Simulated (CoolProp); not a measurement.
Values from CoolProp's reference Helmholtz-energy equation of state, Zhou 2014.

Q: For cyclohexane, give the phase and the speed of sound (m/s), Joule-Thomson coefficient (K/MPa), viscosity (µPa s) at 195.55 °C and 0.101 MPa; 260.05 °C and 0.101 MPa; 284.25 °C and 0.101 MPa.

A: 
- 195.55 °C and 0.101 MPa: gas; speed of sound 218, Joule-Thomson coefficient 10.2, viscosity 10.5
- 260.05 °C and 0.101 MPa: gas; speed of sound 232, Joule-Thomson coefficient 6.57, viscosity 11.9
- 284.25 °C and 0.101 MPa: gas; speed of sound 238, Joule-Thomson coefficient 5.70, viscosity 12.4

Viscosity comes from a separate model (Tariq 2014).
